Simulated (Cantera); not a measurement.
Feed: 1 mol CS2, 0.067 mol O2, 2.3 mol H2, at 495 Torr.

These are equilibrium values from Cantera (NASA tables, ideal gas, pure condensed phases), not measurements of a reactor. Candidate condensed phases: C, C6H6, C7H8, C8H18, H2O, H2SO4, S; 123 gas species. Rates play no part.

**Question.** What share of the C ends up in condensed phases as a function of T (K), at 1800, 1850, 1900, 1950, 2000, 2050, 2100?

**Answer.** 
```
T (K)  C condensed (%)           as
-----  ---------------  -----------
1800              18.8  C(graphite)
1850              16.8  C(graphite)
1900              14.7  C(graphite)
1950              12.5  C(graphite)
2000              10.1  C(graphite)
2050               7.2  C(graphite)
2100               3.9  C(graphite)
```
